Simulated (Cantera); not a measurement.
Charge: 1 mol CuF2, 12 mol H2O, 18 mol H2, at 0.180 Pa.

These are equilibrium values from Cantera (NASA tables, ideal gas, pure condensed phases), not measurements of a reactor. Candidate condensed phases: Cu, CuF2, CuO, Cu(OH)2, Cu2O, H2O; 27 gas species. The numbers say what is thermodynamically allowed, not how fast it happens.

Problem. Which condensed phases are stable at each of these points (T (°C)): 752, 827, 902, 977, 1052, 1127, 1202, 1277, 1352, 1427, 1502, 1577, 1652?

Solution. 
```json
[
 {"T (°C)": "752", "condensed phases": "Cu(s)", "Cu condensed (%)": "99.9"},
 {"T (°C)": "827", "condensed phases": "Cu(s)", "Cu condensed (%)": "99.0"},
 {"T (°C)": "902", "condensed phases": "Cu(s)", "Cu condensed (%)": "89.5"},
 {"T (°C)": "977", "condensed phases": "Cu(s)", "Cu condensed (%)": "18.0"},
 {"T (°C)": "1052", "condensed phases": "gas only", "Cu condensed (%)": "0.0"},
 {"T (°C)": "1127", "condensed phases": "gas only", "Cu condensed (%)": "0.0"},
 {"T (°C)": "1202", "condensed phases": "gas only", "Cu condensed (%)": "0.0"},
 {"T (°C)": "1277", "condensed phases": "gas only", "Cu condensed (%)": "0.0"},
 {"T (°C)": "1352", "condensed phases": "gas only", "Cu condensed (%)": "0.0"},
 {"T (°C)": "1427", "condensed phases": "gas only", "Cu condensed (%)": "0.0"},
 {"T (°C)": "1502", "condensed phases": "gas only", "Cu condensed (%)": "0.0"},
 {"T (°C)": "1577", "condensed phases": "gas only", "Cu condensed (%)": "0.0"},
 {"T (°C)": "1652", "condensed phases": "gas only", "Cu condensed (%)": "0.0"}
]
```

From 752 °C to 977 °C the condensed part is Cu(s). From 1052 °C to 1652 °C nothing is condensed.
